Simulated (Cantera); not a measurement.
# Fe + H2S + N2 (metals in furnace atmospheres)

A closed system holds: 1 mol Fe, 0.11 mol H2S, 20 mol N2, held at 3.20 bar.

These are equilibrium values from Cantera (NASA tables, ideal gas, pure condensed phases), not measurements of a reactor. Candidate condensed phases: Fe, FeS, FeS2, S; 16 gas species. Metal and sulfide melt together well below either melting point, which pure phases cannot show. Mutual solubility and eutectic melting of coexisting phases are not modelled. FeS: taken at fixed stoichiometry. Kinetics and transport are ignored.

From 950 K to 1150 K the condensed part is Fe(α) + FeS(s). From 1200 K to 1450 K the condensed part is Fe(γ) + FeS(s). From 1500 K to 1550 K the condensed part is Fe(γ) + FeS(l).

| T (K) | log p N2 | log p H2 | log p H2S | log p S2 | log p SH | log p H | log p NH3 | n Fe(α) | n FeS(s) | n Fe(γ) | n FeS(l) |
|---|---|---|---|---|---|---|---|---|---|---|---|
| 950 | 0.50 | -1.76 | -4.90 | -11.04 | -9.69 | -10.13 | -5.47 | 0.890 | 0.110 | 0 | 0 |
| 1000 | 0.50 | -1.76 | -4.72 | -10.18 | -9.06 | -9.52 | -5.62 | 0.890 | 0.110 | 0 | 0 |
| 1050 | 0.50 | -1.76 | -4.55 | -9.41 | -8.48 | -8.97 | -5.76 | 0.890 | 0.110 | 0 | 0 |
| 1100 | 0.50 | -1.76 | -4.40 | -8.69 | -7.96 | -8.47 | -5.88 | 0.890 | 0.110 | 0 | 0 |
| 1150 | 0.50 | -1.76 | -4.26 | -8.04 | -7.48 | -8.01 | -6.00 | 0.890 | 0.110 | 0 | 0 |
| 1200 | 0.50 | -1.76 | -4.13 | -7.44 | -7.04 | -7.58 | -6.11 | 0 | 0.110 | 0.890 | 0 |
| 1250 | 0.50 | -1.76 | -4.02 | -6.89 | -6.63 | -7.20 | -6.20 | 0 | 0.109 | 0.891 | 0 |
| 1300 | 0.50 | -1.76 | -3.91 | -6.39 | -6.26 | -6.84 | -6.29 | 0 | 0.109 | 0.891 | 0 |
| 1350 | 0.50 | -1.76 | -3.81 | -5.92 | -5.92 | -6.50 | -6.38 | 0 | 0.109 | 0.891 | 0 |
| 1400 | 0.50 | -1.76 | -3.72 | -5.49 | -5.60 | -6.19 | -6.46 | 0 | 0.109 | 0.891 | 0 |
| 1450 | 0.50 | -1.76 | -3.64 | -5.09 | -5.31 | -5.91 | -6.53 | 0 | 0.108 | 0.892 | 0 |
| 1500 | 0.50 | -1.76 | -3.59 | -4.78 | -5.06 | -5.64 | -6.60 | 0 | 0 | 0.892 | 0.108 |
| 1550 | 0.50 | -1.76 | -3.56 | -4.50 | -4.84 | -5.38 | -6.67 | 0 | 0 | 0.892 | 0.108 |
log p: log10 of the partial pressure in bar; n: condensed amount in mol.
